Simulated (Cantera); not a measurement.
An adiabatic, constant-pressure homogeneous reactor starts with CH₄ : CO : O₂ : N₂ : H₂O = 1 : 0.57 : 1.27 : 11.6 : 0.38 (molar parts), equivalence ratio 1.8, at 1525 K and 1000000 Pa. Integrator tolerance rtol = 1e-08.

Model: GRI-Mech 3.0 (53 species, 325 reactions), integrated in Cantera.

What does this change do: 0.19 parts C2H6 added?


```csv
quantity,before,after
time of steepest temperature rise,0.557 ms,0.110 ms
temperature at 0.200 s,2240 K,2092 K
equilibrium temperature,2240 K,2092 K
x(CH₄) at 0.200 s,1.34e-10 (gas-phase equilibrium 1.50e-10),3.35e-9 (gas-phase equilibrium 3.74e-9)
x(CO) at 0.200 s,0.0758 (gas-phase equilibrium 0.0758),0.102 (gas-phase equilibrium 0.102)
x(O₂) at 0.200 s,7.00e-7 (gas-phase equilibrium 7.00e-7),1.87e-8 (gas-phase equilibrium 1.87e-8)
x(NO₂) at 0.200 s,1.71e-10 (gas-phase equilibrium 1.71e-10),6.24e-12 (gas-phase equilibrium 3.87e-12)
x(NO) at 0.200 s,2.46e-5 (gas-phase equilibrium 2.46e-5),4.45e-6 (gas-phase equilibrium 2.76e-6)
x(H₂O) at 0.200 s,0.0981 (gas-phase equilibrium 0.0981),0.0774 (gas-phase equilibrium 0.0774)
x(CH₂O) at 0.200 s,1.66e-8 (gas-phase equilibrium 1.66e-8),4.18e-8 (gas-phase equilibrium 4.18e-8)
```

What does this change do: H2O 0.38 to 0.95 parts?


```json
[
 {"quantity": "time of steepest temperature rise", "before": "0.557 ms", "after": "0.586 ms"},
 {"quantity": "temperature at 0.200 s", "before": "2240 K", "after": "2211 K"},
 {"quantity": "equilibrium temperature", "before": "2240 K", "after": "2211 K"},
 {"quantity": "x(CH₄) at 0.200 s", "before": "1.34e-10 (gas-phase equilibrium 1.50e-10)", "after": "1.26e-10 (gas-phase equilibrium 1.41e-10)"},
 {"quantity": "x(CO) at 0.200 s", "before": "0.0758 (gas-phase equilibrium 0.0758)", "after": "0.0688 (gas-phase equilibrium 0.0688)"},
 {"quantity": "x(O₂) at 0.200 s", "before": "7.00e-7 (gas-phase equilibrium 7.00e-7)", "after": "7.32e-7 (gas-phase equilibrium 7.32e-7)"},
 {"quantity": "x(NO₂) at 0.200 s", "before": "1.71e-10 (gas-phase equilibrium 1.71e-10)", "after": "1.71e-10 (gas-phase equilibrium 1.71e-10)"},
 {"quantity": "x(NO) at 0.200 s", "before": "2.46e-5 (gas-phase equilibrium 2.46e-5)", "after": "2.32e-5 (gas-phase equilibrium 2.32e-5)"},
 {"quantity": "x(H₂O) at 0.200 s", "before": "0.0981 (gas-phase equilibrium 0.0981)", "after": "0.126 (gas-phase equilibrium 0.126)"},
 {"quantity": "x(CH₂O) at 0.200 s", "before": "1.66e-8 (gas-phase equilibrium 1.66e-8)", "after": "1.58e-8 (gas-phase equilibrium 1.58e-8)"}
]
```
